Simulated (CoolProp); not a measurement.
Properties of ethanol along the isotherm 343.5 K.

The numbers come from the reference Helmholtz-energy equation of state, Schroeder 2014 in CoolProp.

```
p (MPa)   phase  density (kg/m³)  conductivity (mW/(m K))
-------  ------  ---------------  -----------------------
2.09     liquid            746.7                      157
4.18     liquid            749.1                      158
6.27     liquid            751.4                      159
8.36     liquid            753.7                      160
10.4     liquid            755.8                      161
12.5     liquid            758.0                      162
14.6     liquid            760.1                      163
16.7     liquid            762.1                      164
18.8     liquid            764.1                      165
20.9     liquid            766.1                      166
23       liquid            768.0                      167
25.1     liquid            769.8                      168
27.2     liquid            771.7                      169
29.3     liquid            773.4                      170
31.3     liquid            775.1                      171
```

Thermal conductivity comes from a separate model (Assael 2013).
